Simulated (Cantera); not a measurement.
A perfectly stirred reactor is fed with CH₃OH : O₂ : N₂ = 0.0092 : 0.011 : 1 (molar parts), at 14.0 bar; it is held at 1050 K, and followed from long to short residence time.

Cantera simulation using GRI-Mech 3.0 (53 species, 325 reactions); the numbers are that mechanism's predictions, not measurements. GRI-Mech 3.0 was tuned for natural gas; its chemistry of methanol as a main component is partial and can be far from experiment. The pressure lies above the range GRI-Mech 3.0 was tuned for (to about 10 atm).

x: mole fraction; the columns are a selection and need not sum to one.

| τ (s) | x CH₃OH | x O₂ | x HCN | x CH₂ | x CH₂CO | x H₂ |
|---|---|---|---|---|---|---|
| 17 | 1.63e-5 | 9.16e-5 | <1e-12 | <1e-12 | 7.15e-10 | 0.00334 |
| 7.5 | ? | ? | <1e-12 | <1e-12 | ? | 0.00319 |
| 3.4 | 5.63e-5 | 0.000292 | <1e-12 | <1e-12 | 1.64e-9 | 0.00303 |
| 1.5 | 9.63e-5 | 0.000506 | <1e-12 | <1e-12 | 2.18e-9 | 0.00290 |
| 0.69 | 0.000155 | 0.000835 | <1e-12 | <1e-12 | 2.69e-9 | 0.00287 |
| 0.31 | 0.000250 | 0.00135 | <1e-12 | <1e-12 | 3.31e-9 | 0.00297 |
| 0.14 | ? | ? | <1e-12 | <1e-12 | ? | 0.00320 |
| 0.063 | 0.000658 | 0.00293 | <1e-12 | 1.65e-12 | 5.51e-9 | 0.00351 |
| 0.029 | 0.00107 | 0.00391 | <1e-12 | 2.81e-12 | 7.13e-9 | 0.00374 |
| 0.013 | 0.00178 | 0.00506 | <1e-12 | 4.76e-12 | 8.34e-9 | 0.00371 |
| 0.0058 | 0.00305 | 0.00645 | <1e-12 | 6.90e-12 | 7.00e-9 | 0.00317 |

Question: What belongs in the gaps?

Answer: 
- 7.5, x CH₃OH: 3.17e-5
- 7.5, x O₂: 0.000168
- 7.5, x CH₂CO: 1.15e-9
- 0.14, x CH₃OH: 0.000404
- 0.14, x O₂: 0.00205
- 0.14, x CH₂CO: 4.19e-9
